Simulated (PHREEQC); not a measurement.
Solution (20 °C): 0.0005 mol/kgw Sr(OH)2. Closed to the air; pH follows from the charge balance.

The numbers come from PHREEQC with the ion-association model, phreeqc.dat.

No solid was allowed to form.

Q: What pH, specific conductance does the model give?

A: pH 11.14; specific conductance 219 µS/cm.
